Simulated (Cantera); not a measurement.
A closed system holds: 1 mol CO2, 7.4 mol H2, 0.71 mol O2, at 2725 °C and 2.18 Torr.

Method: chemical equilibrium by Gibbs-energy minimisation in Cantera with the NASA 1993 tables (ideal gas, pure condensed phases). Candidate condensed phases: C, C6H6, C7H8, C8H18, H2O; 110 gas species. Rates play no part.

Base state: H 0.735, O 0.117, H2 0.0636, CO 0.0594, OH 0.0166, H2O 0.00432, O2 0.00316, CO2 0.000545 (mole fractions); condensed: gas only.

Problem. What changes in the equilibrium state with this change: H2 from 7.4 to 0.22 mol?

Solution. 
| species | before | after |
|---|---|---|
| O | 0.117 | 0.531 |
| CO | 0.0594 | 0.271 |
| H | 0.735 | 0.109 |
| H2 | 0.0636 | 0.00141 |
| CO2 | 0.000545 | 0.0112 |
| O2 | 0.00316 | 0.0646 |
| OH | 0.0166 | 0.0111 |
| H2O | 0.00432 | 0.000432 |
